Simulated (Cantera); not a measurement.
A closed system holds: 1 mol Cr, 1.5 mol N2O, 5.7 mol H2, equilibrated at 0.740 bar.

Method: chemical equilibrium by Gibbs-energy minimisation in Cantera with the NASA 1993 tables (ideal gas, pure condensed phases). Candidate condensed phases: Cr, CrN, Cr2N, Cr2O3, H2O; 29 gas species. Mutual solubility and eutectic melting of coexisting phases are not modelled. Rates play no part.

x: gas mole fraction; n: condensed amount in mol.

```json
[
 {"T (K)": "1700", "x H2": "0.788", "x N2": "0.208", "x H2O": "0.00314", "x Cr": "2.82e-5", "x H": "0.000152", "n Cr(s)": "[?]", "n Cr2O3(s)": "0.492", "n Cr(l)": "0"},
 {"T (K)": "1800", "x H2": "0.786", "x N2": "0.208", "x H2O": "0.00509", "x Cr": "0.000125", "x H": "0.000369", "n Cr(s)": "[?]", "n Cr2O3(s)": "0.488", "n Cr(l)": "0"},
 {"T (K)": "1900", "x H2": "0.783", "x N2": "0.208", "x H2O": "0.00785", "x Cr": "0.000472", "x H": "0.000816", "n Cr(s)": "[?]", "n Cr2O3(s)": "0.481", "n Cr(l)": "0"},
 {"T (K)": "2000", "x H2": "0.777", "x N2": "0.208", "x H2O": "0.0116", "x Cr": "0.00155", "x H": "0.00167", "n Cr(s)": "0.0444", "n Cr2O3(s)": "0.472", "n Cr(l)": "0"},
 {"T (K)": "2100", "x H2": "0.769", "x N2": "0.207", "x H2O": "0.0164", "x Cr": "0.00448", "x H": "0.00318", "n Cr(s)": "0.0464", "n Cr2O3(s)": "0.460", "n Cr(l)": "0"},
 {"T (K)": "2200", "x H2": "0.755", "x N2": "0.205", "x H2O": "0.0228", "x Cr": "0.0113", "x H": "0.00569", "n Cr(s)": "0", "n Cr2O3(s)": "0.444", "n Cr(l)": "0.0281"},
 {"T (K)": "2300", "x H2": "0.731", "x N2": "0.202", "x H2O": "0.0339", "x Cr": "0.0223", "x H": "0.00962", "n Cr(s)": "0", "n Cr2O3(s)": "0.414", "n Cr(l)": "0"},
 {"T (K)": "2400", "x H2": "0.694", "x N2": "0.199", "x H2O": "0.0535", "x Cr": "0.0350", "x H": "0.0154", "n Cr(s)": "0", "n Cr2O3(s)": "0.358", "n Cr(l)": "0"}
]
```

Q: Fill in the missing entries.

A: 
- 1700, n Cr(s): 0.0149
- 1800, n Cr(s): 0.0236
- 1900, n Cr(s): 0.0343
